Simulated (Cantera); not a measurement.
An adiabatic, constant-volume homogeneous reactor starts with C2H4 : O2 : N2 : H2O = 1 : 1.5 : 5.64 : 0.62 (molar parts), equivalence ratio 2.0, at 1623 K and 280000 Pa. Integrator tolerance rtol = 1e-08.

Computed with Cantera and GRI-Mech 3.0 (53 species, 325 reactions). GRI-Mech 3.0 was tuned for natural gas; its chemistry of ethylene as a main component is partial and can be far from experiment. Above 3000 K some thermodynamic fits are extrapolated.

```csv
quantity,before,after
time of steepest temperature rise,6.59 µs,0.144 s
temperature at 1.00 s,3044 K,2658 K
equilibrium temperature,3044 K,2658 K
x(C2H4) at 1.00 s,<1e-12 (gas-phase equilibrium <1e-12),<1e-12 (gas-phase equilibrium <1e-12)
x(O2) at 1.00 s,0.000465 (gas-phase equilibrium 0.000465),1.84e-5 (gas-phase equilibrium 1.84e-5)
x(H2O) at 1.00 s,0.119 (gas-phase equilibrium 0.119),0.129 (gas-phase equilibrium 0.129)
x(H2O2) at 1.00 s,1.19e-7 (gas-phase equilibrium 1.19e-7),1.63e-8 (gas-phase equilibrium 1.63e-8)
x(H2) at 1.00 s,0.115 (gas-phase equilibrium 0.115),0.122 (gas-phase equilibrium 0.122)
```

What was changed between the two runs?
A) H2O 0.62 to 0.87 parts
B) C2H4 1 to 0.72 parts
C) initial temperature 1623 to 973 K
D) initial temperature 1623 to 950 K

D, initial temperature 1623 to 950 K
